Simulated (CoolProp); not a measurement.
Vapour-liquid equilibrium of carbonyl sulfide (1) + propane (2) at 243.6 K; x and y are mole fractions of (1).

The numbers come from the multi-fluid Helmholtz-energy mixture model, Lemmon 2006 and Lemmon 2009; pair parameters Bell 2016 in CoolProp.

Task: Give the bubble pressure and the first vapour's composition at x = 0.15, 0.45, 0.75. Is there an azeotrope?

Result: x = 0.15: 1.849 bar, y = 0.207; x = 0.45: 2.059 bar, y = 0.524; x = 0.75: 2.243 bar, y = 0.798. No azeotrope shows between x = 0.05 and 0.95.

Pair parameters are fitted to limited data, so mixtures are less certain than the pure fluids.
